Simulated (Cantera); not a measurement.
Charge: 1 mol Fe2O3, 2000 mol H2, 5.7 mol N2, held at 1.40 bar.

These are equilibrium values from Cantera (NASA tables, ideal gas, pure condensed phases), not measurements of a reactor. Candidate condensed phases: Fe, FeO, Fe(OH)2, Fe(OH)3, Fe2O3, Fe3O4, H2O; 27 gas species. Kinetics and transport are ignored.

Q: At 1575 °C, list the 5 most abundant gas species with their mole fractions, and the condensed phases.

A: H2 0.995, N2 0.00284, H2O 0.00150, H 0.000447, Fe 4.07e-5. Condensed: Fe(l).
